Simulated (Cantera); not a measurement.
Mixture: 23.8 % CH₃OH, 17.0 % O₂, 52.6 % N₂, 6.66 % H₂O, at 1.00 bar, adiabatic and at constant volume. Ignition delay is the time to a rise of 400 K.

Cantera simulation using GRI-Mech 3.0 (53 species, 325 reactions); the numbers are that mechanism's predictions, not measurements. GRI-Mech 3.0 was tuned for natural gas; its chemistry of methanol as a main component is partial and can be far from experiment.

**Question.** Predict: delay at 1073 K; delay at 1273 K; delay at 1473 K; delay at 1673 K; apparent activation energy between 1573 and 1773 K.

**Answer.** 
```json
{
 "delay at 1073 K": "70.4 ms",
 "delay at 1273 K": "2.04 ms",
 "delay at 1473 K": "0.167 ms",
 "delay at 1673 K": "28.2 µs",
 "apparent activation energy between 1573 and 1773 K": "180 kJ/mol"
}
```
